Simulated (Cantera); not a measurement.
Input: 1 mol Al, 0.55 mol HCl, 430 mol H2, held at 1098 K and 61.0 Pa.

These are equilibrium values from Cantera (NASA tables, ideal gas, pure condensed phases), not measurements of a reactor. Candidate condensed phases: Al, AlCl3; 12 gas species. The numbers say what is thermodynamically allowed, not how fast it happens.

Base state: H2 0.999, AlCl 0.00128 (mole fractions); condensed: Al(l).

**Question.** What changes in the equilibrium state with this change: Al replaced by AlCl3?

**Answer.** 
```
species      before     after
----------  -------  --------
H2            0.999     0.995
HCl         4.20e-7   0.00268
AlCl3         <1e-9   0.00155
AlCl2       3.92e-8  0.000125
AlCl        0.00128  0.000639
Al(l), mol    0.449         0
```
The tables' values for AlCl2 are old estimates; treat these amounts as uncertain.
